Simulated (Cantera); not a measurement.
A freely propagating, adiabatic, planar premixed flame of CH₄ : C₂H₆ : O₂ : N₂ = 1 : 0.34 : 2.45 : 9.23 (molar parts), unburnt at 548 K and 1.00 atm; mixture-averaged transport, grid criteria slope 0.08 and curve 0.16, no radiation.

Cantera simulation using GRI-Mech 3.0 (53 species, 325 reactions); the numbers are that mechanism's predictions, not measurements. Burning velocities carry a grid error of a few per cent, more on coarse grids.

Task: What does this change do: 0.59 parts H2 added?

Result: 
```tsv
quantity	before	after
laminar burning velocity	90.7 cm/s	85.6 cm/s
thermal thickness	0.363 mm	0.399 mm
peak x(CH₃)	0.00426	0.00420
peak x(CH₂CO)	0.000645	0.000633
peak x(CH₂O)	0.00163	0.00147
```

Task: What does this change do: inlet temperature 548 to 400 K?

Result: 
```tsv
quantity	before	after
laminar burning velocity	90.7 cm/s	48.3 cm/s
thermal thickness	0.363 mm	0.441 mm
peak x(CH₃)	0.00426	0.00337
peak x(CH₂CO)	0.000645	0.000589
peak x(CH₂O)	0.00163	0.00153
```
